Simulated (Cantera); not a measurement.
An isothermal, constant-pressure homogeneous reactor starts with 40.0 % N2O, 60.0 % N2, at 1200 K and 2300 Pa.

Computed with Cantera and GRI-Mech 3.0 (53 species, 325 reactions). GRI-Mech 3.0 was tuned for natural gas; its chemistry of N2O as a main component is partial and can be far from experiment. Radical loss at walls, strong at low pressure, is not modelled. The mechanism lacks the step 2 NO + O2 → 2 NO2, which can matter for NO2 below about 1400 K. The temperature is held fixed by assumption; the heat of reaction is taken as removed at once.

Question: Predict: x(N2O) at 10.0 s; x(N2) at 10.0 s; x(O2) at 10.0 s; x(NO) at 10.0 s; x(O) at 10.0 s.

Answer: 
```
Quantity                                             Value
----------------  ----------------------------------------
x(N2O) at 10.0 s     0.338 (gas-phase equilibrium 1.97e-9)
x(N2) at 10.0 s        0.633 (gas-phase equilibrium 0.833)
x(O2) at 10.0 s       0.0231 (gas-phase equilibrium 0.167)
x(NO) at 10.0 s   0.00540 (gas-phase equilibrium 0.000180)
x(O) at 10.0 s     1.83e-6 (gas-phase equilibrium 6.79e-8)
```
